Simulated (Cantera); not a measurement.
Cu + CO₂ + CO (metals in furnace atmospheres)

Feed: 1 mol Cu, 0.13 mol CO₂, 6.2 mol CO, held at 1173.15 K and 1 atm.

Equilibrium computed with Cantera from the NASA thermochemical tables; the gas is ideal and each condensed phase is pure. Candidate condensed phases: C, Cu, CuO, Cu₂O; 15 gas species. Equilibrium is a limit: real reactors are often held back by kinetics, nucleation or transport.

| Quantity | Result |
|---|---|
| x(CO) | 0.973 |
| x(CO₂) | 0.0267 |
| n(C(graphite)) | 0.0381 mol |
| n(Cu(s)) | 1.00 mol |
| gas amount | 6.292 mol |
